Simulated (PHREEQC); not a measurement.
PHREEQC input (ion-association model, phreeqc.dat):

```
SOLUTION 1
  temp 25
  units mol/kgw
  pH 7 charge
  Cl 0.34
  Mg 0.17
END
SELECTED_OUTPUT 1
  -reset false
  -pH true
  -pe true
  -ionic_strength true
  -water true
  -totals Cl Mg Hdg
  -molalities H+ Mg+2 Cl- OH- MgOH+
USER_PUNCH 1
  -headings p_Hdg(g) phi_Hdg(g) p_H2O(g) phi_H2O(g) density
  10 PUNCH PR_P("Hdg(g)"), PR_PHI("Hdg(g)"), PR_P("H2O(g)"), PR_PHI("H2O(g)"), RHO
PRINT
  -reset false
USE solution 1
REACTION_TEMPERATURE 1
  100
GAS_PHASE 1
  -fixed_pressure
  -pressure 2
  -temperature 100
  -volume 20
  Hdg(g) 2
  H2O(g) 0
END
# ... the last block is repeated for the other 12 points of P (atm)
```

Selected output (columns that matter, 12 of 13 rows; P (atm) added in front):

```
P (atm)	pH	mu	Cl	Mg	Hdg	m_H+	m_Mg+2	m_Cl-	m_OH-	p_Hdg(g)	phi_Hdg(g)	p_H2O(g)	phi_H2O(g)	density
2	5.2215	0.52213	0.34809	0.17405	0.00070908	8.1831e-06	0.17404	0.34809	1.6294e-07	1.0057	1.0038	0.99428	0.98601	0.97232
5	5.2232	0.51763	0.3451	0.17255	0.0028089	8.1478e-06	0.17254	0.3451	1.6372e-07	3.9952	1.0027	1.0048	0.97749	0.9723
10	5.2235	0.51687	0.34459	0.17229	0.0062902	8.1407e-06	0.17229	0.34459	1.6438e-07	8.9801	1.0035	1.0199	0.96599	0.97243
20	5.2236	0.51668	0.34446	0.17223	0.013185	8.1367e-06	0.17222	0.34446	1.6556e-07	18.951	1.006	1.0492	0.94462	0.97272
30	5.2236	0.51673	0.34449	0.17225	0.01999	8.1349e-06	0.17224	0.34449	1.6674e-07	28.921	1.0088	1.0787	0.92435	0.97303
40	5.2236	0.51684	0.34456	0.17228	0.026708	8.1336e-06	0.17227	0.34456	1.6791e-07	38.892	1.0117	1.1084	0.90498	0.97333
75	5.2234	0.51733	0.34489	0.17245	0.04956	8.1315e-06	0.17244	0.34489	1.7209e-07	73.785	1.0224	1.2146	0.84339	0.9744
100	5.2232	0.51771	0.34515	0.17257	0.065281	8.1316e-06	0.17257	0.34515	1.7515e-07	98.708	1.0305	1.2923	0.8046	0.97517
150	5.2226	0.5185	0.34567	0.17283	0.095322	8.1349e-06	0.17283	0.34567	1.8144e-07	148.55	1.0476	1.4519	0.7378	0.9767
200	5.2218	0.51928	0.34619	0.1731	0.12363	8.1421e-06	0.17309	0.34619	1.8798e-07	198.38	1.0659	1.6161	0.68281	0.97824
300	5.2198	0.5208	0.34721	0.1736	0.1756	8.167e-06	0.17359	0.34721	2.0186e-07	298.05	1.1059	1.9543	0.59901	0.98131
400	5.2171	0.52223	0.34816	0.17408	0.22211	8.2043e-06	0.17407	0.34816	2.1688e-07	397.7	1.1501	2.2998	0.53977	0.98438
```

Constants without temperature data keep their 25 °C values here.
